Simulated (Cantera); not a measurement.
An isothermal, constant-pressure homogeneous reactor starts with 38.9 % H₂, 27.8 % O₂, 33.3 % N₂, equivalence ratio 0.70, at 1150 K and 308 Torr.

Computed with Cantera and the H2/O2 subset of GRI-Mech 3.0, which has no nitrogen chemistry. The temperature is held fixed by assumption; the heat of reaction is taken as removed at once.

x: mole fraction; the columns are a selection and need not sum to one.

| t (s) | x H₂ | x O₂ | x OH | x HO₂ | x H |
|---|---|---|---|---|---|
| 7.00e-6 | 0.389 | 0.278 | ? | 8.88e-9 | 1.40e-8 |
| 1.86e-5 | 0.389 | 0.278 | ? | 4.28e-8 | 2.02e-7 |
| 4.93e-5 | 0.389 | 0.278 | ? | 1.39e-5 | 0.000136 |
| 0.000131 | 0.0297 | 0.115 | ? | 0.000117 | 0.0192 |
| 0.000347 | 0.00346 | 0.105 | ? | 6.58e-5 | 0.000203 |
| 0.000921 | 0.000862 | 0.104 | ? | 2.76e-5 | 1.43e-5 |
| 0.00244 | 0.000201 | 0.104 | ? | 8.30e-6 | 1.46e-6 |
| 0.00648 | 3.04e-5 | 0.103 | ? | 1.49e-6 | 1.22e-7 |
| 0.0172 | 2.31e-6 | 0.103 | ? | 1.82e-7 | 7.62e-9 |
| 0.0456 | 2.00e-7 | 0.103 | ? | 3.92e-8 | 8.57e-10 |
| 0.121 | 5.74e-8 | 0.103 | ? | 1.52e-8 | 1.79e-10 |
| 0.321 | 2.22e-8 | 0.103 | ? | 8.48e-9 | 4.51e-11 |
| 0.852 | 1.20e-8 | 0.103 | ? | 7.44e-9 | 1.69e-11 |
| 2.26 | 1.02e-8 | 0.103 | 3.45e-6 | 7.72e-9 | 1.21e-11 |
| 6.00 | 1.01e-8 | 0.103 | 3.40e-6 | 7.76e-9 | 1.18e-11 |

Problem. Complete the blanks.

Solution. 
- 7.00e-6, x OH: 1.07e-9
- 1.86e-5, x OH: 1.62e-8
- 4.93e-5, x OH: 1.12e-5
- 0.000131, x OH: 0.00533
- 0.000347, x OH: 0.000700
- 0.000921, x OH: 0.000222
- 0.00244, x OH: 9.92e-5
- 0.00648, x OH: 5.22e-5
- 0.0172, x OH: 2.92e-5
- 0.0456, x OH: 1.69e-5
- 0.121, x OH: 1.01e-5
- 0.321, x OH: 6.23e-6
- 0.852, x OH: 4.17e-6
